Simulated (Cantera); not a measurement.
Equilibrium for abatement and gas-phase synthesis: S + SO2 + O2

Feed: 1 mol S, 0.37 mol SO2, 0.15 mol O2, equilibrated at 1330 Pa.

Method: chemical equilibrium by Gibbs-energy minimisation in Cantera with the NASA 1993 tables (ideal gas, pure condensed phases). Candidate condensed phases: S; 17 gas species. Ions and electrons are included (thermal ionisation). Equilibrium is a limit: real reactors are often held back by kinetics, nucleation or transport.

| T (°C) | x S | x O | x SO | x SO2 | x S2 | x O2 |
|---|---|---|---|---|---|---|
| 2727 | 0.378 | 0.113 | 0.384 | 0.0815 | 0.0298 | 0.0132 |
| 2977 | 0.469 | 0.267 | 0.217 | 0.0195 | 0.0119 | 0.0152 |
| 3227 | 0.531 | 0.372 | 0.0828 | 0.00236 | 0.00476 | 0.00759 |
| 3477 | 0.555 | 0.412 | 0.0280 | 0.000246 | 0.00191 | 0.00286 |
| 3727 | 0.564 | 0.424 | 0.01000 | 2.94e-5 | 0.000812 | 0.00108 |
| 3977 | 0.566 | 0.429 | 0.00392 | 4.31e-6 | 0.000376 | 0.000445 |
| 4227 | 0.567 | 0.430 | 0.00169 | 7.72e-7 | 0.000188 | 0.000199 |
| 4477 | 0.567 | 0.431 | 0.000794 | 1.64e-7 | 0.000101 | 9.69e-5 |
| 4727 | 0.567 | 0.431 | 0.000401 | 4.06e-8 | 5.76e-5 | 5.05e-5 |
x: gas mole fraction; nothing condenses.

From 2727 °C to 4727 °C nothing is condensed.
